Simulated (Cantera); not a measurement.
Cantera run, input and output.

```python
import numpy as np
import cantera as ct

gas = ct.Solution("gri30.yaml", transport_model="multicomponent")
show = ['CH3', 'NH3', 'H2']

rows = []
print(f"{'T/K':>7s}{'rho':>11s}{'cp':>10s}{'mu':>11s}{'lambda':>11s}{'Pr':>7s}" + "".join(f"{'D_' + s:>11s}" for s in show))
for T in [400, 600, 800, 1000, 1200, 1400]:
    gas.TPX = T, 1000000, {'N2O': 0.86}
    Pr = gas.cp_mass * gas.viscosity / gas.thermal_conductivity
    D = [gas.mix_diff_coeffs_mole[gas.species_index(s)] for s in show]
    rows.append([gas.density, gas.cp_mass, gas.viscosity, gas.thermal_conductivity, Pr, *D])
    print(f"{T:7g}{gas.density:11.4e}{gas.cp_mass:10.1f}{gas.viscosity:11.4e}"
          f"{gas.thermal_conductivity:11.4e}{Pr:7.3f}" + "".join(f"{d:11.4e}" for d in D))
print("SI units: kg/m3, J/kg/K, Pa s, W/m/K, m2/s")
```

It prints:

```
    T/K        rho        cp         mu     lambda     Pr      D_CH3      D_NH3       D_H2
    400 1.3234e+01     970.3 1.9459e-05 2.5299e-02  0.746 2.9657e-06 2.8579e-06 1.0929e-05
    600 8.8226e+00    1101.3 2.7324e-05 4.0429e-02  0.744 6.1231e-06 6.2054e-06 2.1801e-05
    800 6.6169e+00    1191.6 3.4048e-05 5.4682e-02  0.742 1.0091e-05 1.0531e-05 3.5346e-05
   1000 5.2935e+00    1254.7 4.0022e-05 6.7878e-02  0.740 1.4776e-05 1.5702e-05 5.1297e-05
   1200 4.4113e+00    1294.3 4.5464e-05 7.9761e-02  0.738 2.0118e-05 2.1631e-05 6.9473e-05
   1400 3.7811e+00    1326.8 5.0510e-05 9.1048e-02  0.736 2.6071e-05 2.8256e-05 8.9736e-05
SI units: kg/m3, J/kg/K, Pa s, W/m/K, m2/s
```

Computed with Cantera and GRI-Mech 3.0 (53 species, 325 reactions). The composition is frozen, though it would react at the higher temperatures.
